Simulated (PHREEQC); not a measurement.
A solution holds 0.0018 mol/kgw H2SO4, 0.0089 mol/kgw K2SO4 and 0.028 mol/kgw NaCl, at 25 °C. Closed to the air; pH follows from the charge balance.

Equilibrium calculation in PHREEQC: ion-association model, wateq4f.dat.

Precipitation was switched off in this run.

### Question
Order these S species by the share of S that they hold, largest first: NaSO4-, SO4-2, HSO4-, KSO4-.

### Answer
SO4-2 (81 %), HSO4- (9.5 %), NaSO4- (5.0 %), KSO4- (4.3 %)

The pH is 2.66 and the ionic strength 0.0561 mol/kgw.
